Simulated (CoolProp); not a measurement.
The fluid at 321.42 K and 3.05 MPa (liquid) is heated at constant pressure to 488.9 K. The same conditions are run with several fluids, on thermodynamics alone (safety and materials aside).

Computed with CoolProp (reference Helmholtz-energy equation of state of each fluid (the fluoroketone C6F12O (FK-5-1-12): McLinden 2015; benzene: Thol 2012; p-xylene: Zhou 2012; n-decane: Lemmon 2006)).

```csv
fluid,heat (kJ/kg),final phase,final density (kg/m³)
the fluoroketone C6F12O (FK-5-1-12),?,supercritical,453
benzene,?,liquid,?
p-xylene,349,liquid,?
n-decane,439,liquid,?
```

**Question.** Some entries are withheld; supply them.

**Answer.** 
- the fluoroketone C6F12O (FK-5-1-12), heat (kJ/kg): 221
- benzene, heat (kJ/kg): 352
- benzene, final density (kg/m³): 638
- p-xylene, final density (kg/m³): 676
- n-decane, final density (kg/m³): 573
